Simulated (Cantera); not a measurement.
An isothermal, constant-pressure homogeneous reactor starts with N2O : H2O = 1 : 0.0065 (molar parts), at 1423 K and 12.0 Torr.

Computed with Cantera and GRI-Mech 3.0 (53 species, 325 reactions). GRI-Mech 3.0 was tuned for natural gas; its chemistry of N2O as a main component is partial and can be far from experiment. Radical loss at walls, strong at low pressure, is not modelled. The temperature is held fixed by assumption; the heat of reaction is taken as removed at once.

Question: Predict: x(N2O) at 3.00 s; x(H2O) at 3.00 s; x(O) at 3.00 s; x(OH) at 3.00 s; x(H2) at 3.00 s; x(H) at 3.00 s.

Answer: x(N2O) at 3.00 s: 0.260 (gas-phase equilibrium 6.96e-9)
x(H2O) at 3.00 s: 0.00485 (gas-phase equilibrium 0.00430)
x(O) at 3.00 s: 3.06e-5 (gas-phase equilibrium 6.17e-6)
x(OH) at 3.00 s: 5.93e-5 (gas-phase equilibrium 2.53e-5)
x(H2) at 3.00 s: 1.46e-7 (gas-phase equilibrium 3.80e-8)
x(H) at 3.00 s: 8.17e-8 (gas-phase equilibrium 1.03e-8)
